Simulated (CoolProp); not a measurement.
Vapour-liquid equilibrium of isobutane (1) + R245fa (2) at 10.15 °C; x and y are mole fractions of (1).

Values from CoolProp's multi-fluid Helmholtz-energy mixture model, Bücker 2006 and Akasaka 2015; pair parameters Bell 2016.

| x | bubble pressure (MPa) | y at the bubble point | dew pressure at overall composition x (MPa) | liquid density (mol/L) |
|---|---|---|---|---|
| 0.05 | 0.1322 | 0.390 | 0.08715 | 10.21 |
| 0.15 | 0.1920 | 0.603 | 0.09696 | 10.09 |
| 0.25 | 0.2202 | 0.670 | 0.1092 | 9.977 |
| 0.35 | 0.2327 | 0.698 | 0.1247 | 9.878 |
| 0.45 | 0.2382 | 0.712 | 0.1452 | 9.796 |
| 0.55 | 0.2412 | 0.723 | 0.1731 | 9.735 |
| 0.65 | 0.2436 | 0.737 | 0.2115 | 9.699 |
| 0.75 | 0.2451 | 0.762 | 0.2447 | 9.689 |
| 0.85 | 0.2436 | 0.811 | 0.2402 | 9.708 |
| 0.95 | 0.2334 | 0.910 | 0.2283 | 9.753 |

y crosses x between x = 0.75 and 0.85: the model has an azeotrope there.

The pair parameters rest on a limited set of measurements; away from them the model extrapolates. With so large a gap from Raoult's law the liquid may split in two, which this calculation doesn't test in full.
